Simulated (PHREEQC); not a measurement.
Solution A (9.9 mmol/kgw Pb(NO3)2, 0.034 mmol/kgw NaNO3 and 130 mmol/kgw Zn(NO3)2) is mixed with solution B (0.0094 mol HCl and 0.019 mol ZnSO4 per kg of water) at 90 °C; shares are by mass of water, 1 kg in all. Oxygen is held at 0.21 atm. The system is closed to CO2. Solids allowed: Zn(OH)2-e, Zn4(OH)6SO4, Zn5(OH)8Cl2, Litharge, Anglesite, Cotunnite, Laurionite, Larnakite, Halite, Mirabilite, Goslarite. Others were left out.

Computed with PHREEQC (ion-association model, wateq4f.dat).

| share of solution B | pH | Anglesite (mol) | S in solution (mol/kgw) | Pb in solution (mol/kgw) | Zn+2 (mol/kgw) | Pb+2 (mol/kgw) | PbNO3+ (mol/kgw) |
|---|---|---|---|---|---|---|---|
| 0 | 4.35 | 0 | 0 | 0.00990 | 0.130 | 0.00544 | 0.00446 |
| 0.1 | 3.16 | 0.00143 | 0.000471 | [?] | 0.118 | 0.00422 | 0.00318 |
| 0.2 | 2.86 | 0.00311 | 0.000692 | 0.00481 | [?] | [?] | 0.00191 |
| 0.3 | 2.69 | 0.00445 | 0.00125 | 0.00248 | 0.0949 | 0.00147 | 0.000914 |
| 0.4 | 2.59 | 0.00488 | 0.00272 | 0.00106 | [?] | 0.000638 | 0.000353 |
| 0.5 | 2.53 | 0.00443 | 0.00507 | 0.000517 | 0.0703 | 0.000314 | [?] |
| 0.6 | 2.49 | 0.00366 | 0.00774 | 0.000302 | 0.0579 | 0.000183 | 7.53e-5 |
| 0.7 | [?] | 0.00278 | 0.0105 | 0.000193 | 0.0457 | 0.000115 | 3.84e-5 |
| 0.8 | 2.47 | 0.00185 | [?] | 0.000128 | 0.0338 | 7.36e-5 | 1.81e-5 |
| 0.9 | 2.49 | 0.000905 | [?] | 8.51e-5 | 0.0224 | 4.53e-5 | 6.34e-6 |
| 1 | 2.53 | 0 | 0.0190 | 0 | 0.0120 | 0 | 0 |

Problem. Complete the blanks.

Solution. 
- 0.1, Pb in solution (mol/kgw): 0.00748
- 0.2, Zn+2 (mol/kgw): 0.107
- 0.2, Pb+2 (mol/kgw): 0.00279
- 0.4, Zn+2 (mol/kgw): 0.0828
- 0.5, PbNO3+ (mol/kgw): 0.000152
- 0.7, pH: 2.48
- 0.8, S in solution (mol/kgw): 0.0133
- 0.9, S in solution (mol/kgw): 0.0162

At this temperature some constants are extrapolated from 25 °C, and those without enthalpy data are left unchanged.
